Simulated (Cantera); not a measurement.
Feed: 1 mol PbO, 1.1 mol H₂, held at 602 °C and 0.100 bar.

Method: chemical equilibrium by Gibbs-energy minimisation in Cantera with the NASA 1993 tables (ideal gas, pure condensed phases). Candidate condensed phases: H₂O, Pb, PbO, PbO₂, Pb₃O₄; 12 gas species. Equilibrium is a limit: real reactors are often held back by kinetics, nucleation or transport.

Base state: H₂O 0.909, H₂ 0.0909 (mole fractions); condensed: Pb(l).

Q: What changes in the equilibrium state with this change: PbO replaced by HgO?

A: 
```json
[
 {"species": "Hg", "before": "0", "after": "0.476"},
 {"species": "H₂O", "before": "0.909", "after": "0.476"},
 {"species": "H₂", "before": "0.0909", "after": "0.0476"},
 {"species": "Pb(l), mol", "before": "1.000", "after": "0"}
]
```
Further candidate phases: Hg, HgO.
